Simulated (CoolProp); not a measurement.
Vapour-liquid equilibrium of CHF3 (R23) (1) + R143a (2) at 7.37 bar; x and y are mole fractions of (1).

Model: multi-fluid Helmholtz-energy mixture model, Penoncello 2003 and Lemmon and Jacobsen 2000; pair parameters Bell 2016, in CoolProp.

```tsv
x	bubble temperature, mixture model (°C)	bubble temperature, Raoult's law (°C)	y, mixture model	y, Raoult's law
0.05	2.3	1.1	0.126	0.174
0.2	-7.7	-9.9	0.438	0.512
0.35	-16.4	-18.1	0.651	0.702
0.5	-23.6	-24.5	0.787	0.819
0.65	-29.2	-29.7	0.876	0.897
0.8	-33.8	-34.1	0.938	0.951
0.95	-37.7	-37.7	0.986	0.989
```

The largest gap from Raoult's law is +2.2 K in bubble temperature, at x = 0.2. No azeotrope shows between x = 0.05 and 0.95.

Pair parameters are fitted to limited data, so mixtures are less certain than the pure fluids.
